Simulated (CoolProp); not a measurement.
Vapour pressure (bar) of nitrous oxide: the reference equation beside estimates from Tc = 36.4 °C, pc = 72.45 bar, ω = 0.161.

The numbers come from the reference Helmholtz-energy equation of state, Lemmon 2006 in CoolProp. It is a short technical equation, of lower accuracy than the large ones.

| T (°C) | reference | Lee-Kesler | van der Waals | Peng-Robinson |
|---|---|---|---|---|
| -66.45 | 3.222 | 3.225 | 11.37 | 3.235 |
| -58.35 | 4.612 | 4.620 | 13.89 | 4.612 |
| -50.35 | 6.387 | 6.403 | 16.72 | 6.373 |
| -42.35 | 8.630 | 8.653 | 19.90 | 8.600 |
| -34.35 | 11.41 | 11.44 | 23.44 | 11.37 |
| -26.35 | 14.80 | 14.83 | 27.35 | 14.75 |
| -18.35 | 18.87 | 18.89 | 31.66 | 18.82 |
| -10.35 | 23.70 | 23.71 | 36.37 | 23.68 |
| -2.35 | 29.38 | 29.37 | 41.49 | 29.40 |
| 5.65 | 35.99 | 35.96 | 47.04 | 36.08 |
| 13.65 | 43.64 | 43.62 | 53.02 | 43.82 |

Absolute difference from the reference over all 11 rows, mean and median: Lee-Kesler 0.1 and 0.1 %, van der Waals 104.7 and 84.8 %, Peng-Robinson 0.2 and 0.3 %.
